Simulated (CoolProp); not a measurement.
CHF3 (R23) along the isotherm 339.6 K: Z from the reference equation and from simpler models built on Tc = 299.3 K, pc = 4832 kPa, ω = 0.263; each cubic takes its own stable root.

Model: reference Helmholtz-energy equation of state, Penoncello 2003, in CoolProp.

```json
[
 {"p (kPa)": "518", "phase": "gas", "reference": "0.9747", "Redlich-Kwong": "0.9745", "Soave-Redlich-Kwong": "0.9763"},
 {"p (kPa)": "1040", "phase": "gas", "reference": "0.9486", "Redlich-Kwong": "0.9481", "Soave-Redlich-Kwong": "0.9520"},
 {"p (kPa)": "1550", "phase": "gas", "reference": "0.9225", "Redlich-Kwong": "0.9216", "Soave-Redlich-Kwong": "0.9278"},
 {"p (kPa)": "2070", "phase": "gas", "reference": "0.8952", "Redlich-Kwong": "0.8939", "Soave-Redlich-Kwong": "0.9025"},
 {"p (kPa)": "2590", "phase": "gas", "reference": "0.8672", "Redlich-Kwong": "0.8653", "Soave-Redlich-Kwong": "0.8767"},
 {"p (kPa)": "3110", "phase": "gas", "reference": "0.8384", "Redlich-Kwong": "0.8358", "Soave-Redlich-Kwong": "0.8503"},
 {"p (kPa)": "3620", "phase": "gas", "reference": "0.8095", "Redlich-Kwong": "0.8058", "Soave-Redlich-Kwong": "0.8238"},
 {"p (kPa)": "4140", "phase": "gas", "reference": "0.7792", "Redlich-Kwong": "0.7742", "Soave-Redlich-Kwong": "0.7962"},
 {"p (kPa)": "4660", "phase": "gas", "reference": "0.7481", "Redlich-Kwong": "0.7415", "Soave-Redlich-Kwong": "0.7681"},
 {"p (kPa)": "5180", "phase": "supercritical", "reference": "0.7161", "Redlich-Kwong": "0.7075", "Soave-Redlich-Kwong": "0.7395"},
 {"p (kPa)": "5690", "phase": "supercritical", "reference": "0.6840", "Redlich-Kwong": "0.6731", "Soave-Redlich-Kwong": "0.7112"},
 {"p (kPa)": "6210", "phase": "supercritical", "reference": "0.6507", "Redlich-Kwong": "0.6373", "Soave-Redlich-Kwong": "0.6823"},
 {"p (kPa)": "6730", "phase": "supercritical", "reference": "0.6169", "Redlich-Kwong": "0.6014", "Soave-Redlich-Kwong": "0.6539"},
 {"p (kPa)": "7250", "phase": "supercritical", "reference": "0.5834", "Redlich-Kwong": "0.5670", "Soave-Redlich-Kwong": "0.6267"}
]
```
